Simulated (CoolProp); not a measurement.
Vapour-liquid equilibrium of n-perfluorobutane (1) + R365MFC (2) at 251 kPa; x and y are mole fractions of (1).

Computed with CoolProp (multi-fluid Helmholtz-energy mixture model, Gao 2022 and Lemmon 2016; pair parameters Bell 2016).

```
x     bubble temperature, mixture model (K)  bubble temperature, Raoult's law (K)  y, mixture model  y, Raoult's law
----  -------------------------------------  ------------------------------------  ----------------  ---------------
0.05                                  327.4                                 337.2             0.357            0.158
0.2                                   309.2                                 326.8             0.684            0.488
0.35                                  303.8                                 318.6             0.759            0.684
0.5                                   301.4                                 311.9             0.796            0.809
0.65                                  299.6                                 306.3             0.831            0.891
0.8                                   297.9                                 301.5             0.880            0.948
0.95                                  296.5                                 297.5             0.961            0.989
```

The largest gap from Raoult's law is -17.6 K in bubble temperature, at x = 0.2. No azeotrope shows between x = 0.05 and 0.95.

The pair parameters rest on a limited set of measurements; away from them the model extrapolates. With so large a gap from Raoult's law the liquid may split in two, which this calculation doesn't test in full.
